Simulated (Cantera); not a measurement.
**Equilibrium for hydrogen reduction and annealing atmospheres: CuO + H₂ + H₂O**

A closed system holds: 1 mol CuO, 75 mol H₂, 0.044 mol H₂O, at 1052 °C and 100 Torr.

Equilibrium computed with Cantera from the NASA thermochemical tables; the gas is ideal and each condensed phase is pure. Candidate condensed phases: Cu, CuO, Cu(OH)₂, Cu₂O, H₂O; 12 gas species. The numbers say what is thermodynamically allowed, not how fast it happens.

```
Quantity                                   Value
-------------------------------------  ---------
x(H₂)                                      0.986
x(H₂O)                                    0.0139
x(H)                                     4.45e-6
x(Cu)                                    2.11e-6
n(Cu(s))                               1.000 mol
gas amount                             75.04 mol
log10 activity of Cu(OH)₂(s) (absent)     -13.50
```
